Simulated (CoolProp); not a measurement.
Octamethylcyclotetrasiloxane (D4) along the isobar 1.97 bar: density (kg/m³) from the reference equation and from simpler models built on Tc = 313.4 °C, pc = 13.47 bar, ω = 0.598; each cubic takes its own stable root.

Computed with CoolProp (reference Helmholtz-energy equation of state, Thol 2015).

```csv
T (°C),phase,reference,van der Waals,Redlich-Kwong
225.15,gas,15.74,15.13,15.40
234.55,gas,15.32,(withheld),(withheld)
243.85,gas,14.92,14.49,14.70
253.25,gas,14.56,14.19,14.38
262.55,gas,14.21,13.91,(withheld)
271.95,gas,13.89,13.63,13.78
281.35,gas,(withheld),13.37,13.50
290.65,gas,13.30,13.12,13.23
300.05,gas,13.02,12.88,12.98
309.45,gas,12.76,(withheld),12.73
318.75,gas,12.52,(withheld),12.50
328.15,gas,(withheld),12.20,(withheld)
337.45,gas,12.06,12.00,12.06
346.85,gas,11.84,11.80,11.85
```

Q: Complete the blanks.

A: 
- 234.55, van der Waals: 14.80
- 234.55, Redlich-Kwong: 15.04
- 262.55, Redlich-Kwong: 14.07
- 281.35, reference: 13.58
- 309.45, van der Waals: 12.64
- 318.75, van der Waals: 12.42
- 328.15, reference: 12.28
- 328.15, Redlich-Kwong: 12.27
